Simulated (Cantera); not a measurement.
Mixture: 44.4 % H2, 11.7 % O2, 43.9 % N2, at 7500 Torr, adiabatic and at constant volume. Ignition delay is the time to a rise of 400 K.

Detailed kinetics in Cantera: GRI-Mech 3.0 (53 species, 325 reactions). The hydrogen kinetics of GRI-Mech 3.0 are dated; newer H2 mechanisms differ, most at raised pressure.

Q: Predict: delay at 1025 K; delay at 1225 K; delay at 1425 K; delay at 1625 K; apparent activation energy between 1525 and 1725 K.

A: 
* **delay at 1025 K**: 3.51 ms
* **delay at 1225 K**: 27.6 µs
* **delay at 1425 K**: 2.12 µs
* **delay at 1625 K**: 0.980 µs
* **apparent activation energy between 1525 and 1725 K**: 65 kJ/mol
